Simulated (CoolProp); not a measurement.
The fluoroketone C6F12O (FK-5-1-12) at 293.15 K and 0.00407 MPa is compressed adiabatically to 0.0159 MPa with isentropic efficiency 0.6. Each further row changes one setting.

The numbers come from the reference Helmholtz-energy equation of state, McLinden 2015 in CoolProp.

```
case             work (kJ/kg)  final temperature (K)  final density (kg/m³)
---------------  ------------  ---------------------  ---------------------
as stated                17.8                  314.0                   1.95
efficiency 1             10.7                  305.8                   2.00
efficiency 0.65          16.4                  312.4                   1.96
```
